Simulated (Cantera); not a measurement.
Mixture: 29.6 % H2, 14.8 % O2, 55.6 % N2, equivalence ratio 1.0, at 1.60 bar, adiabatic and at constant pressure. Ignition delay is the time to a rise of 400 K.

Model: GRI-Mech 3.0 (53 species, 325 reactions), integrated in Cantera. Where the delays flatten at high temperature, the 400 K rule measures the pace of heat release, not the induction time.

Predict: delay at 1275 K; delay at 1350 K; delay at 1425 K; delay at 1500 K; delay at 1575 K.


| Item | Value |
|---|---|
| delay at 1275 K | 20.7 µs |
| delay at 1350 K | 15.3 µs |
| delay at 1425 K | 12.1 µs |
| delay at 1500 K | 10.1 µs |
| delay at 1575 K | 8.88 µs |
